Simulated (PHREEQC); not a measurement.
Solution (25 °C): 0.37 mol/kgw H2SO4, 0.00013 mol/kgw CuSO4 and 0.031 mol/kgw Fe2(SO4)3. Closed to the air; pH follows from the charge balance.

All values are PHREEQC results (ion-association model, phreeqc.dat), not measurements.

```csv
quantity,before,after
pH,0.57,1.27
ionic strength (mol/kgw),0.541,0.191
SO4-2 (mol/kgw),0.0491,0.0321
Cu+2 (mol/kgw),9.09e-5,8.03e-5
CuSO4 (mol/kgw),3.91e-5,4.97e-5
```

Q: What was changed between the two runs?
A) Fe2(SO4)3 left out
B) H2SO4 from 0.37 to 0.074 mol/kgw
C) diluted 100-fold with water
D) H2SO4 from 0.37 to 0.185 mol/kgw
E) H2SO4 from 0.37 to 0.407 mol/kgw

A: B, H2SO4 from 0.37 to 0.074 mol/kgw

No solid was allowed to form. Some of these states are supersaturated (in Hematite (slow to form), Goethite (slow to form), for instance).
